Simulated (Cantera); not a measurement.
Charge: 1 mol SrCl2, 0.041 mol O2, a varied amount of H2, held at 1873.15 K and 10.0 Torr.

These are equilibrium values from Cantera (NASA tables, ideal gas, pure condensed phases), not measurements of a reactor. Candidate condensed phases: H2O, Sr, SrCl2, SrO, Sr(OH)2; 20 gas species. The numbers say what is thermodynamically allowed, not how fast it happens.

x: gas mole fraction; nothing condenses.

```csv
n(H2) (mol),x H2,x SrCl2,x H2O,x HCl,x H,x SrCl,x Sr
11,0.899,0.0777,0.00674,0.00613,0.00531,0.00407,0.000989
18,0.933,0.0483,0.00426,0.00504,0.00541,0.00312,0.000940
26,0.950,(withheld),(withheld),(withheld),0.00546,(withheld),0.000894
33,0.959,(withheld),(withheld),(withheld),0.00548,(withheld),0.000861
41,0.965,0.0209,0.00193,0.00360,0.00550,0.00193,0.000829
48,0.969,0.0177,0.00165,0.00337,0.00551,0.00175,0.000805
56,0.972,0.0151,0.00142,0.00316,0.00552,0.00159,0.000781
63,0.975,0.0133,0.00127,0.00301,0.00552,0.00148,0.000763
70,0.976,0.0119,0.00114,0.00287,0.00553,0.00138,0.000746
```

Some entries are withheld; supply them.


- 33, x SrCl2: 0.0262
- 33, x H2O: 0.00238
- 33, x HCl: 0.00394
- 33, x SrCl: 0.00220
- 26, x SrCl2: 0.0334
- 26, x H2O: 0.00300
- 26, x HCl: 0.00434
- 26, x SrCl: 0.00253
